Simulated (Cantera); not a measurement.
An adiabatic, constant-pressure homogeneous reactor starts with H₂ : O₂ : N₂ : NO = 1 : 0.667 : 2 : 0.0056 (molar parts), at 1100 K and 7500 Torr. Integrator tolerance rtol = 1e-08.

Detailed kinetics in Cantera: GRI-Mech 3.0 (53 species, 325 reactions). The hydrogen kinetics of GRI-Mech 3.0 are dated; newer H2 mechanisms differ, most at raised pressure. The mechanism lacks 2 NO + O2 → 2 NO2 and HONO, so NO2 and the effect of NO are under-described below about 1400 K.

**Question.** What does this change do: H2 1 to 1.3 parts?

**Answer.** 
```
quantity                                                            before                                    after
---------------------------------  ---------------------------------------  ---------------------------------------
time of steepest temperature rise                                  70.3 µs                                  76.0 µs
temperature at 7.00 s                                               2806 K                                   2973 K
equilibrium temperature                                             2806 K                                   2973 K
x(H₂) at 7.00 s                    0.00982 (gas-phase equilibrium 0.00982)    0.0368 (gas-phase equilibrium 0.0368)
x(O₂) at 7.00 s                      0.0435 (gas-phase equilibrium 0.0435)    0.0132 (gas-phase equilibrium 0.0132)
x(NO) at 7.00 s                      0.0150 (gas-phase equilibrium 0.0150)  0.00994 (gas-phase equilibrium 0.00994)
x(O) at 7.00 s                     0.00369 (gas-phase equilibrium 0.00369)  0.00376 (gas-phase equilibrium 0.00376)
x(N₂) at 7.00 s                        0.615 (gas-phase equilibrium 0.615)      0.578 (gas-phase equilibrium 0.578)
```
